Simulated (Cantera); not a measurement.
# Premixed flame

A freely propagating, adiabatic, planar premixed flame of H2 : O2 : N2 = 1 : 0.633 : 2.38 (molar parts), unburnt at 425 K and 45000 Pa; mixture-averaged transport, grid criteria slope 0.08 and curve 0.16, no radiation.

Computed with Cantera and the H2/O2 subset of GRI-Mech 3.0, which has no nitrogen chemistry. Burning velocities carry a grid error of a few per cent, more on coarse grids.

```json
[
 {"z (mm)": "-3.34", "T (K)": "425", "u (m/s)": "3.08", "x H2": "0.249", "x O2": "0.158", "x H2O2": "<1e-8", "x O": "<1e-8", "x H2O": "<1e-8", "x HO2": "<1e-8"},
 {"z (mm)": "-2.23", "T (K)": "425", "u (m/s)": "3.08", "x H2": "0.249", "x O2": "0.158", "x H2O2": "<1e-8", "x O": "<1e-8", "x H2O": "<1e-8", "x HO2": "<1e-8"},
 {"z (mm)": "-1.67", "T (K)": "425", "u (m/s)": "3.08", "x H2": "0.249", "x O2": "0.158", "x H2O2": "<1e-8", "x O": "<1e-8", "x H2O": "<1e-8", "x HO2": "<1e-8"},
 {"z (mm)": "-1.11", "T (K)": "425", "u (m/s)": "3.08", "x H2": "0.249", "x O2": "0.158", "x H2O2": "<1e-8", "x O": "<1e-8", "x H2O": "8.81e-8", "x HO2": "3.41e-8"},
 {"z (mm)": "-0.557", "T (K)": "435", "u (m/s)": "3.13", "x H2": "0.244", "x O2": "0.159", "x H2O2": "4.41e-6", "x O": "1.58e-6", "x H2O": "0.000298", "x HO2": "9.56e-5"},
 {"z (mm)": "-0.279", "T (K)": "654", "u (m/s)": "4.59", "x H2": "0.209", "x O2": "0.155", "x H2O2": "3.43e-5", "x O": "0.000147", "x H2O": "0.0179", "x HO2": "0.000162"},
 {"z (mm)": "0", "T (K)": "1091", "u (m/s)": "7.40", "x H2": "0.119", "x O2": "0.122", "x H2O2": "3.88e-6", "x O": "0.00411", "x H2O": "0.0956", "x HO2": "5.92e-5"},
 {"z (mm)": "0.279", "T (K)": "1397", "u (m/s)": "9.37", "x H2": "0.0447", "x O2": "0.0702", "x H2O2": "2.82e-6", "x O": "0.0114", "x H2O": "0.185", "x HO2": "2.82e-5"},
 {"z (mm)": "0.557", "T (K)": "1548", "u (m/s)": "10.3", "x H2": "0.0280", "x O2": "0.0543", "x H2O2": "1.72e-6", "x O": "0.0131", "x H2O": "0.212", "x HO2": "1.87e-5"},
 {"z (mm)": "1.11", "T (K)": "1704", "u (m/s)": "11.3", "x H2": "0.0244", "x O2": "0.0489", "x H2O2": "8.56e-7", "x O": "0.0117", "x H2O": "0.224", "x HO2": "1.33e-5"},
 {"z (mm)": "2.23", "T (K)": "1854", "u (m/s)": "12.1", "x H2": "0.0210", "x O2": "0.0453", "x H2O2": "4.39e-7", "x O": "0.00912", "x H2O": "0.236", "x HO2": "9.37e-6"},
 {"z (mm)": "4.46", "T (K)": "1990", "u (m/s)": "12.9", "x H2": "0.0161", "x O2": "0.0423", "x H2O2": "2.53e-7", "x O": "0.00628", "x H2O": "0.248", "x HO2": "6.16e-6"},
 {"z (mm)": "8.91", "T (K)": "2098", "u (m/s)": "13.5", "x H2": "0.0107", "x O2": "0.0400", "x H2O2": "1.68e-7", "x O": "0.00382", "x H2O": "0.259", "x HO2": "3.94e-6"}
]
```
x: mole fraction of selected species; z is measured from the peak of heat release.

```yaml
laminar_burning_velocity: 308 cm/s
thermal_thickness: 1.11 mm
peak x(H2O2): 3.62e-5
peak x(O): 0.0131
peak x(HO2): 0.000247
grid_points: 114
```
